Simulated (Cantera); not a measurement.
## Pb + CO (metals in furnace atmospheres)

Charge: 1 mol Pb, 10 mol CO, equilibrated at 2000000 Pa.

These are equilibrium values from Cantera (NASA tables, ideal gas, pure condensed phases), not measurements of a reactor. Candidate condensed phases: C, Pb, PbO, PbO2, Pb3O4; 15 gas species. Kinetics and transport are ignored.

```json
[
 {"T (K)": "1025", "x CO": "0.315", "x CO2": "0.685", "x Pb": "1.39e-6", "x Pb2": "6.30e-12", "n C(graphite)": "4.06", "n Pb(l)": "1.000"},
 {"T (K)": "1100", "x CO": "0.521", "x CO2": "0.479", "x Pb": "6.06e-6", "x Pb2": "7.38e-11", "n C(graphite)": "3.24", "n Pb(l)": "1.000"},
 {"T (K)": "1175", "x CO": "0.720", "x CO2": "0.280", "x Pb": "2.18e-5", "x Pb2": "6.25e-10", "n C(graphite)": "2.19", "n Pb(l)": "1.000"},
 {"T (K)": "1250", "x CO": "0.858", "x CO2": "0.142", "x Pb": "6.69e-5", "x Pb2": "4.06e-9", "n C(graphite)": "1.24", "n Pb(l)": "0.999"},
 {"T (K)": "1325", "x CO": "0.933", "x CO2": "0.0672", "x Pb": "0.000180", "x Pb2": "2.12e-8", "n C(graphite)": "0.630", "n Pb(l)": "0.998"},
 {"T (K)": "1400", "x CO": "0.967", "x CO2": "0.0321", "x Pb": "0.000436", "x Pb2": "9.20e-8", "n C(graphite)": "0.311", "n Pb(l)": "0.996"},
 {"T (K)": "1475", "x CO": "0.983", "x CO2": "0.0161", "x Pb": "0.000961", "x Pb2": "3.42e-7", "n C(graphite)": "0.158", "n Pb(l)": "0.991"},
 {"T (K)": "1550", "x CO": "0.990", "x CO2": "0.00848", "x Pb": "0.00196", "x Pb2": "1.12e-6", "n C(graphite)": "0.0843", "n Pb(l)": "0.981"},
 {"T (K)": "1625", "x CO": "0.992", "x CO2": "0.00473", "x Pb": "0.00373", "x Pb2": "3.24e-6", "n C(graphite)": "0.0473", "n Pb(l)": "0.963"},
 {"T (K)": "1700", "x CO": "0.991", "x CO2": "0.00277", "x Pb": "0.00670", "x Pb2": "8.55e-6", "n C(graphite)": "0.0278", "n Pb(l)": "0.933"},
 {"T (K)": "1775", "x CO": "0.987", "x CO2": "0.00169", "x Pb": "0.0114", "x Pb2": "2.07e-5", "n C(graphite)": "0.0171", "n Pb(l)": "0.884"},
 {"T (K)": "1850", "x CO": "0.980", "x CO2": "0.00107", "x Pb": "0.0187", "x Pb2": "4.64e-5", "n C(graphite)": "0.0109", "n Pb(l)": "0.809"},
 {"T (K)": "1925", "x CO": "0.970", "x CO2": "0.000699", "x Pb": "0.0294", "x Pb2": "9.76e-5", "n C(graphite)": "0.00720", "n Pb(l)": "0.696"},
 {"T (K)": "2000", "x CO": "0.955", "x CO2": "0.000466", "x Pb": "0.0446", "x Pb2": "0.000193", "n C(graphite)": "0.00488", "n Pb(l)": "0.530"}
]
```
x: gas mole fraction; n: condensed amount in mol.

From 1025 K to 2000 K the condensed part is C(graphite) + Pb(l). The main Pb-bearing gas is Pb throughout.
